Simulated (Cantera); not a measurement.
A closed system holds: 1 mol FeCl₂, 37 mol H₂, 1.1 mol H₂O, equilibrated at 1375 K and 75.0 Torr.

Method: chemical equilibrium by Gibbs-energy minimisation in Cantera with the NASA 1993 tables (ideal gas, pure condensed phases). Candidate condensed phases: Fe, FeCl₂, FeCl₃, FeO, Fe(OH)₂, Fe(OH)₃, Fe₂O₃, Fe₃O₄, H₂O; 22 gas species. The numbers say what is thermodynamically allowed, not how fast it happens.

Base state: H₂ 0.922, HCl 0.0482, H₂O 0.0281, FeCl₂ 0.00148, H 1.04e-5 (mole fractions); condensed: Fe(γ).

**Question.** What changes in the equilibrium state with this change: temperature from 1375 K to 1873 K?

**Answer.** 
```tsv
species	before	after
H₂	0.922	0.921
HCl	0.0482	0.0456
H₂O	0.0281	0.0281
H	1.04e-5	0.00196
FeCl₂	0.00148	0.00271
Fe	8.21e-8	0.000791
Cl	4.50e-7	7.34e-5
Fe(γ), mol	0.942	0
Fe(l), mol	0	0.863
```
